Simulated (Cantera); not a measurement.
Charge: 1 mol MgO, 0.94 mol Cl2, at 0.0740 bar.

Equilibrium computed with Cantera from the NASA thermochemical tables; the gas is ideal and each condensed phase is pure. Candidate condensed phases: Mg, MgCl2, MgO; 11 gas species. Rates play no part.

x: gas mole fraction; n: condensed amount in mol.

```tsv
T (°C)	x Cl2	x MgCl2	x O2	x Cl	x ClO	n MgCl2(s)	n MgO(s)	n MgCl2(l)
527	0.964	2.15e-6	0.0363	3.37e-5	[?]	0.0658	0.934	0
627	0.987	0.000116	0.0124	0.000270	[?]	0.0230	0.977	0
727	0.990	0.00257	0.00608	0.00142	[?]	0	0.989	0.00898
827	0.966	0.0187	0.00936	0.00548	[?]	0	0.982	0
927	0.892	0.0608	0.0304	0.0164	[?]	0	0.941	0
1027	0.735	0.151	0.0753	0.0391	[?]	0	0.844	0
1127	0.502	0.283	0.141	0.0740	[?]	0	0.677	0
1227	0.277	0.407	0.203	0.113	[?]	0	0.483	0
1327	0.132	0.481	0.240	0.147	[?]	0	0.341	0
```

Problem. What belongs in the gaps?

Solution. 
- 527, x ClO: 2.13e-7
- 627, x ClO: 6.88e-7
- 727, x ClO: 1.87e-6
- 827, x ClO: 6.99e-6
- 927, x ClO: 3.06e-5
- 1027, x ClO: 9.60e-5
- 1127, x ClO: 0.000213
- 1227, x ClO: 0.000341
- 1327, x ClO: 0.000426
